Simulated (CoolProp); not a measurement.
Vapour pressure (MPa) of ethane: the reference equation beside estimates from Tc = 32.2 °C, pc = 4.872 MPa, ω = 0.099. Clausius-Clapeyron is anchored at -29.55 °C with a constant enthalpy of vaporisation of 11.66 kJ/mol.

Computed with CoolProp (reference Helmholtz-energy equation of state, Bücker 2006).

| T (°C) | reference | Clausius-Clapeyron | van der Waals | Redlich-Kwong |
|---|---|---|---|---|
| -61.65 | 0.3547 | 0.4503 | 0.9257 | 0.3898 |
| -53.65 | 0.4830 | 0.5734 | 1.117 | ___ |
| -45.55 | 0.6452 | 0.7198 | 1.336 | ___ |
| -37.55 | 0.8417 | ___ | 1.577 | 0.9217 |
| -29.55 | 1.079 | 1.079 | ___ | 1.175 |
| -21.55 | 1.361 | ___ | 2.139 | 1.474 |
| -13.55 | ___ | 1.538 | ___ | 1.820 |
| -5.55 | 2.082 | 1.808 | 2.812 | 2.217 |

Fill in the missing entries.


- -53.65, Redlich-Kwong: 0.5314
- -45.55, Redlich-Kwong: 0.7089
- -37.55, Clausius-Clapeyron: 0.8872
- -29.55, van der Waals: 1.845
- -21.55, Clausius-Clapeyron: 1.295
- -13.55, reference: 1.694
- -13.55, van der Waals: 2.461

Absolute difference from the reference over all 8 rows, mean and median: Clausius-Clapeyron 11.2 and 10.4 %, van der Waals 86.9 and 79.2 %, Redlich-Kwong 8.8 and 9.2 %.
